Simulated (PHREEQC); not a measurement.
Make-up at 20 °C: 0.0043 mol/kgw HCl and 0.0051 mol/kgw FeCl3. It is in equilibrium with CO2 at log p = -3.4 (atm). Otherwise closed; pH follows from the charge balance.

The numbers come from PHREEQC with the ion-association model, phreeqc.dat.

This is a speciation only: nothing precipitates in the calculation.

Task: What pH, ionic strength does the model give?

Result: pH 2.27; ionic strength 0.0302 mol/kgw.

Task: In which forms is Cl present?

Result: Cl- 97 %, FeCl+2 3.1 % of the Cl.

Examples of supersaturated solids here: Hematite (slow to form), Goethite (slow to form). Others may be too. Complexes and solids missing from the database can't appear.
